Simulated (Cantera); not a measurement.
HMDSO + CO2 (silicon oxide and oxynitride deposition)

Input: 1 mol HMDSO, 7 mol CO2, equilibrated at 0.530 bar.

Method: chemical equilibrium by Gibbs-energy minimisation in Cantera with the NASA 1993 tables (ideal gas, pure condensed phases). Candidate condensed phases: C, C6H6, C7H8, C8H18, H2O, Si, SiC, SiO2; 123 gas species. The feed counts by its element totals alone. Rates play no part.

| T (K) | x H2O | x H2 | x CO2 | x CO | x CH4 | x C2H6 | x HCOOH | n C(graphite) | n SiO2(α-quartz) | n SiO2(β-quartz) |
|---|---|---|---|---|---|---|---|---|---|---|
| 525 | 0.605 | 0.0161 | 0.243 | 7.43e-5 | 0.136 | 9.38e-8 | 5.25e-10 | 9.18 | 2.00 | 0 |
| 575 | 0.561 | 0.0372 | 0.259 | 0.000432 | 0.142 | 1.75e-7 | 1.62e-9 | 8.91 | 2.00 | 0 |
| 625 | 0.512 | 0.0738 | 0.272 | 0.00189 | 0.140 | 2.71e-7 | 4.04e-9 | 8.70 | 2.00 | 0 |
| 675 | 0.456 | 0.128 | 0.282 | 0.00662 | 0.128 | 3.52e-7 | 8.45e-9 | 8.54 | 2.00 | 0 |
| 725 | 0.390 | 0.198 | 0.286 | 0.0193 | 0.107 | 3.81e-7 | 1.50e-8 | 8.38 | 2.00 | 0 |
| 775 | 0.316 | 0.275 | 0.279 | 0.0481 | 0.0819 | 3.45e-7 | 2.27e-8 | 8.12 | 2.00 | 0 |
| 825 | 0.239 | 0.345 | 0.256 | 0.103 | 0.0571 | 2.62e-7 | 2.87e-8 | 7.64 | 2.00 | 0 |
| 875 | 0.165 | 0.397 | 0.210 | 0.192 | 0.0365 | 1.70e-7 | 2.96e-8 | 6.79 | 0 | 2.00 |
x: gas mole fraction; n: condensed amount in mol.

From 525 K to 825 K the condensed part is C(graphite) + SiO2(α-quartz). At 875 K the condensed part is C(graphite) + SiO2(β-quartz).
